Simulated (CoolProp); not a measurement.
Vapour-liquid equilibrium of C3F8 (R218) (1) + R134a (2) at 304.8 K; x and y are mole fractions of (1).

The numbers come from the multi-fluid Helmholtz-energy mixture model, Lemmon 2006 and Tillner-Roth 1994; pair parameters Bell 2016 in CoolProp.

**Question.** Give the bubble pressure and the first vapour's composition at x = 0.05, 0.425, 0.725. Is there an azeotrope?

**Answer.** x = 0.05: 8.944 bar, y = 0.122; x = 0.425: 11.87 bar, y = 0.499; x = 0.725: 12.05 bar, y = 0.691. y crosses x between x = 0.575 and 0.65: the model has an azeotrope there.

Pair parameters are fitted to limited data, so mixtures are less certain than the pure fluids.
